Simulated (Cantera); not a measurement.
A freely propagating, adiabatic, planar premixed flame of H2 : O2 : N2 = 1 : 0.909 : 3.42 (molar parts), unburnt at 573 K and 3.70 bar; mixture-averaged transport, grid criteria slope 0.08 and curve 0.16, no radiation.

Model: the H2/O2 subset of GRI-Mech 3.0, which has no nitrogen chemistry, integrated in Cantera. The hydrogen kinetics of GRI-Mech 3.0 are dated; newer H2 mechanisms differ, most at raised pressure. Burning velocities carry a grid error of a few per cent, more on coarse grids. Lean hydrogen flames are cellular in practice and burn faster than this planar one.

**Question.** What does this change do: N2 3.42 to 2.7 parts?

**Answer.** 
```tsv
quantity	before	after
laminar burning velocity	195 cm/s	334 cm/s
thermal thickness	0.0914 mm	0.0771 mm
peak x(OH)	0.00730	0.0128
peak x(HO2)	0.000625	0.000802
peak x(H)	0.00481	0.00953
```

**Question.** What does this change do: 0.061 parts H2O added?

**Answer.** 
```json
[
 {"quantity": "laminar burning velocity", "before": "195 cm/s", "after": "178 cm/s"},
 {"quantity": "thermal thickness", "before": "0.0914 mm", "after": "0.0935 mm"},
 {"quantity": "peak x(OH)", "before": "0.00730", "after": "0.00685"},
 {"quantity": "peak x(HO2)", "before": "0.000625", "after": "0.000634"},
 {"quantity": "peak x(H)", "before": "0.00481", "after": "0.00415"}
]
```
